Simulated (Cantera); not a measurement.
Input (Python, Cantera) and output of one run.

```python
import numpy as np
import cantera as ct

gas_names = """
    CL CL2 H HCL H2 Si SiCL SiCL2 SiCL3 SiCL4 SiH SiHCL3 SiH2 SiH2CL2 SiH3 SiH3CL SiH4 Si2 Si3
""".split()
cond_names = """
    Si(cr) Si(L)
""".split()


# ... load() reads the species with a 1 bar reference pressure and builds the phases ...
atoms = {
    'Si3H8': {'Si': 3, 'H': 8},
    'HCl': {'H': 1, 'CL': 1},
    'H2': {'H': 2},
}
top_T = {}  # K; cautious upper limits of use, not melting points


# ... equilibrate(T, P, feed) seeds the gas with the atoms and calls Mixture.equilibrate('TP', solver="vcs", rtol=1e-11, max_steps=5000) ...
results = []
feed = {'Si3H8': 1, 'HCl': 0.11, 'H2': 24}  # mol
P = 110  # Pa
for T in [1023, 1123, 1223, 1323, 1423, 1523, 1623, 1723]:
    mix = equilibrate(T, P, feed)
    results.append((T, P, feed, dict(zip(mix.species_names, mix.species_moles))))

top = {s: max(r[3][s] / sum(r[3][g] for g in gas_names) for r in results) for s in gas_names}
cols = sorted((s for s in top if top[s] > 1e-05), key=lambda s: -top[s])[:9]
seen = [c for c in cond_names if any(r[3].get(c, 0) > 1e-12 for r in results)]
print("log10 of partial pressures in bar; condensed amounts in mol")
print(f"{'T/K':>10s}" + "".join(f"{s[:9]:>10s}" for s in cols + seen))
for T, P, feed, n in results:
    ng = sum(n[g] for g in gas_names)
    print(f"{T:10.4g}" + "".join(f"{np.log10(max(n[s] / ng * P / 1e5, 1e-99)):10.3f}" for s in cols)
          + "".join(f"{n.get(c, 0):10.4g}" for c in seen))
```

Result:

```
log10 of partial pressures in bar; condensed amounts in mol
       T/K        H2         H       HCL        Si     SiCL2       SiH      SiH2        CL      SiCL    Si(cr)     Si(L)
      1023    -2.960    -9.863    -5.373   -15.225    -7.536   -14.953   -12.705   -12.311   -13.672     2.999         0
      1123    -2.960    -8.851    -5.373   -13.191    -7.461   -13.267   -11.606   -11.315   -12.361     2.999         0
      1223    -2.960    -8.002    -5.374   -11.492    -7.402   -11.859   -10.688   -10.481   -11.268     2.999         0
      1323    -2.960    -7.280    -5.375   -10.052    -7.353   -10.667    -9.908    -9.771   -10.342     2.999         0
      1423    -2.960    -6.658    -5.376    -8.816    -7.313    -9.645    -9.239    -9.160    -9.549     2.999         0
      1523    -2.961    -6.116    -5.377    -7.744    -7.280    -8.759    -8.658    -8.629    -8.862     2.998         0
      1623    -2.961    -5.641    -5.379    -6.806    -7.254    -7.984    -8.151    -8.163    -8.262     2.994         0
      1723    -2.963    -5.221    -5.383    -6.007    -7.263    -7.331    -7.733    -7.751    -7.764         0     2.971
```

Method: chemical equilibrium by Gibbs-energy minimisation in Cantera with the NASA 1993 tables (ideal gas, pure condensed phases). The feed counts by its element totals alone. The tables' values for SiCl are old estimates; treat these amounts as uncertain. Gases not in the tables: Si2H6 and higher silanes.
